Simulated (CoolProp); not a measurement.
A single-stage vapour-compression cycle with R142b: evaporating at 290.15 K (dew point), condensing at 351.15 K (bubble point), superheat 2 K, subcooling 8 K, compressor efficiency 0.6, no pressure losses. Each further row changes one setting.

The numbers come from the reference Helmholtz-energy equation of state, Lemmon 2006 in CoolProp. It is a short technical equation, of lower accuracy than the large ones.

```json
[
 {"case": "as stated", "cooling COP": "2.21", "pressure ratio": "5.04", "discharge temperature (K)": "375.0", "refrigerating effect (kJ/kg)": "136", "volumetric capacity (kJ/m³)": "1600"},
 {"case": "evaporating temperature 295.15 K", "cooling COP": "2.51", "pressure ratio": "4.30", "discharge temperature (K)": "372.5", "refrigerating effect (kJ/kg)": "140", "volumetric capacity (kJ/m³)": "1910"},
 {"case": "condensing temperature 346.15 K", "cooling COP": "2.50", "pressure ratio": "4.52", "discharge temperature (K)": "369.1", "refrigerating effect (kJ/kg)": "144", "volumetric capacity (kJ/m³)": "1690"},
 {"case": "subcooling 13 K", "cooling COP": "2.33", "pressure ratio": "5.04", "discharge temperature (K)": "375.0", "refrigerating effect (kJ/kg)": "144", "volumetric capacity (kJ/m³)": "1690"},
 {"case": "superheat 12 K", "cooling COP": "2.25", "pressure ratio": "5.04", "discharge temperature (K)": "385.9", "refrigerating effect (kJ/kg)": "145", "volumetric capacity (kJ/m³)": "1630"},
 {"case": "compressor efficiency 0.5", "cooling COP": "1.84", "pressure ratio": "5.04", "discharge temperature (K)": "386.0", "refrigerating effect (kJ/kg)": "136", "volumetric capacity (kJ/m³)": "1600"}
]
```
